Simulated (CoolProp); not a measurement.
Carbon dioxide along the isotherm 309.3 K: density (kg/m³) from the reference equation and from simpler models built on Tc = 304.1 K, pc = 7.377 MPa, ω = 0.224; each cubic takes its own stable root.

Model: reference Helmholtz-energy equation of state, Span 1996, in CoolProp.

```csv
p (MPa),phase,reference
9.22,supercritical,653.0
18.4,supercritical,845.5
27.7,supercritical,912.4
36.9,supercritical,956.3
46.1,supercritical,990.0
55.3,supercritical,1018
64.6,supercritical,1041
73.8,supercritical,1062
```

**Question.** How far does each simpler model (ideal gas, van der Waals, Redlich-Kwong, Peng-Robinson) lie from the reference over these 8 states: mean and median of the absolute difference, and the worst?

**Answer.** 
- ideal gas: mean 34.1 %, median 27.1 %, worst -75.8 % at 309.3 K and 9.22 MPa
- van der Waals: mean 26.5 %, median 26.5 %, worst -27.0 % at 309.3 K and 18.4 MPa
- Redlich-Kwong: mean 7.6 %, median 6.1 %, worst -16.1 % at 309.3 K and 9.22 MPa
- Peng-Robinson: mean 5.0 %, median 5.0 %, worst -10.9 % at 309.3 K and 9.22 MPa
